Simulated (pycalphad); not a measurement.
CALPHAD calculation (pycalphad, COST 507 light-alloy database (1999)), 1 atm. The database dates from 1999; later assessments differ in places, in temperatures and in the compounds included. Phase fractions are per mole of atoms. Kinetics are ignored, which matters at the lower temperatures.

Give the equilibrium state of Ti-5.612Hf-0.3508B (wt.%) at 900 K.


```
T = 900.00 K, P = 101325 Pa, N = 1 mol of atoms
G = -41311 J/mol, H = 14879 J/mol, S = 62.43 J/(mol K)  (SER reference)
chemical potentials (J/mol): Ti -38534, Hf -76727, B -175045
phase             fraction      x(Ti)      x(Hf)       x(B)
HCP_A3              0.9696     0.9832     0.0160   0.000805
BM                  0.0304     0.4992   0.000794     0.5000
```

Give the equilibrium state of Ti-5.612Hf-0.3508B (wt.%) at 1350 K.


```
T = 1350.00 K, P = 101325 Pa, N = 1 mol of atoms
G = -73271 J/mol, H = 33096 J/mol, S = 78.79 J/(mol K)  (SER reference)
chemical potentials (J/mol): Ti -70377, Hf -136490, B -187219
phase             fraction      x(Ti)      x(Hf)       x(B)
BCC_A2              0.9710     0.9825     0.0159     0.0015
BM                  0.0290     0.4989     0.0011     0.5000
```

Database names, with the compositions (at.%) that they take in these runs: BM: Ti 50 B 50. BCC_A2 is bcc; HCP_A3 is hcp.
